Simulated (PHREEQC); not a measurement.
A solution holds 26 mmol/kgw (CH3)4NCl and 1.8 mmol/kgw NH3, at 25 °C. Closed to the air; pH follows from the charge balance.

All values are PHREEQC results (ion-association model, wateq4f.dat), not measurements.

```yaml
pH: 10.22
ionic_strength: 0.0262 mol/kgw
total_alkalinity: 1.80 meq/kg
```

| species | molality | activity | log γ |
|---|---|---|---|
| Cl- | 0.0260 | 0.0222 | -0.069 |
| (CH3)4N+ | 0.0260 | 0.0222 | -0.068 |
| NH3 | 0.00160 | 0.00160 | 0.000 |
| OH- | 0.000196 | 0.000167 | -0.070 |
| NH4+ | 0.000196 | 0.000168 | -0.067 |

This is a speciation only: nothing precipitates in the calculation. Complexes and solids missing from the database can't appear. (CH3)4N+ isn't in the database: it is added as a free cation with an ion size of 4 Å.
